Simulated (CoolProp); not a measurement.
R113 at several states: fugacity coefficient from the reference equation and from simpler models built on Tc = 214.1 °C, pc = 33.92 bar, ω = 0.253; each cubic takes its own stable root.

Model: reference Helmholtz-energy equation of state, Marx 1992, in CoolProp.

| T (°C) | p (bar) | phase | reference | van der Waals | Redlich-Kwong | Soave-Redlich-Kwong |
|---|---|---|---|---|---|---|
| 120.25 | 0.26 | gas | 0.9949 | 0.9962 | 0.9952 | 0.9949 |
| 115.25 | 12.1 | liquid | 0.4553 | 0.8181 | 0.5810 | 0.4611 |
| 182.45 | 52.4 | liquid | 0.3428 | 0.4324 | 0.3729 | 0.3529 |
| 149.05 | 6.24 | gas | 0.9019 | 0.9234 | 0.9069 | 0.9018 |

At some of these states van der Waals gives the other phase, because its saturation line lies elsewhere.
